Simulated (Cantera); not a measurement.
What does this Cantera script print?

```python
import numpy as np
import cantera as ct

gas_names = """
    CL CL2 H HCL H2 Si SiCL SiCL2 SiCL3 SiCL4 SiH SiHCL3 SiH2 SiH2CL2 SiH3 SiH3CL SiH4 Si2 Si3
""".split()
cond_names = """
    Si(cr) Si(L)
""".split()


# ... load() reads the species with a 1 bar reference pressure and builds the phases ...
atoms = {
    'Si': {'Si': 1},
    'HCl': {'H': 1, 'CL': 1},
}
top_T = {}  # K; cautious upper limits of use, not melting points


# ... equilibrate(T, P, feed) seeds the gas with the atoms and calls Mixture.equilibrate('TP', solver="vcs", rtol=1e-11, max_steps=5000) ...
results = []
feed = {'Si': 1, 'HCl': 5.5}  # mol
P = 33000  # Pa
for T in [675, 725, 775, 825, 875, 925, 975, 1025, 1075, 1125, 1175, 1225]:
    mix = equilibrate(T, P, feed)
    results.append((T, P, feed, dict(zip(mix.species_names, mix.species_moles))))
    x = sorted(zip(gas.X, gas.species_names), reverse=True)
    print(f"T = {T:g} K  P = {P:g} Pa  gas = {mix.phase_moles(0):.4g} mol")
    print("   x: " + "  ".join(f"{s} {v:.3e}" for v, s in x if v > 0.001))
    print("   condensed (mol): " + ("  ".join(f"{mix.phase(i).name} {mix.phase_moles(i):.4g}"
          for i in range(1, mix.n_phases) if mix.phase_moles(i) > 1e-12) or "none"))
```

It prints:

```
T = 675 K  P = 33000 Pa  gas = 4.5 mol
   x: H2 4.444e-01  HCL 3.334e-01  SiCL4 2.222e-01
   condensed (mol): none
T = 725 K  P = 33000 Pa  gas = 4.5 mol
   x: H2 4.444e-01  HCL 3.334e-01  SiCL4 2.221e-01
   condensed (mol): none
T = 775 K  P = 33000 Pa  gas = 4.5 mol
   x: H2 4.443e-01  HCL 3.335e-01  SiCL4 2.220e-01
   condensed (mol): none
T = 825 K  P = 33000 Pa  gas = 4.5 mol
   x: H2 4.441e-01  HCL 3.337e-01  SiCL4 2.219e-01
   condensed (mol): none
T = 875 K  P = 33000 Pa  gas = 4.5 mol
   x: H2 4.438e-01  HCL 3.340e-01  SiCL4 2.216e-01
   condensed (mol): none
T = 925 K  P = 33000 Pa  gas = 4.5 mol
   x: H2 4.434e-01  HCL 3.344e-01  SiCL4 2.211e-01  SiHCL3 1.065e-03
   condensed (mol): none
T = 975 K  P = 33000 Pa  gas = 4.5 mol
   x: H2 4.427e-01  HCL 3.350e-01  SiCL4 2.205e-01  SiHCL3 1.666e-03
   condensed (mol): none
T = 1025 K  P = 33000 Pa  gas = 4.5 mol
   x: H2 4.418e-01  HCL 3.360e-01  SiCL4 2.196e-01  SiHCL3 2.482e-03
   condensed (mol): none
T = 1075 K  P = 33000 Pa  gas = 4.501 mol
   x: H2 4.406e-01  HCL 3.372e-01  SiCL4 2.182e-01  SiHCL3 3.543e-03
   condensed (mol): none
T = 1125 K  P = 33000 Pa  gas = 4.502 mol
   x: H2 4.388e-01  HCL 3.391e-01  SiCL4 2.163e-01  SiHCL3 4.861e-03
   condensed (mol): none
T = 1175 K  P = 33000 Pa  gas = 4.505 mol
   x: H2 4.363e-01  HCL 3.418e-01  SiCL4 2.133e-01  SiHCL3 6.422e-03  SiCL3 1.988e-03
   condensed (mol): none
T = 1225 K  P = 33000 Pa  gas = 4.512 mol
   x: H2 4.325e-01  HCL 3.458e-01  SiCL4 2.089e-01  SiHCL3 8.152e-03  SiCL3 3.948e-03
   condensed (mol): none
```

Equilibrium computed with Cantera from the NASA thermochemical tables; the gas is ideal and each condensed phase is pure. The tables' values for SiCl3 are old estimates; treat these amounts as uncertain.
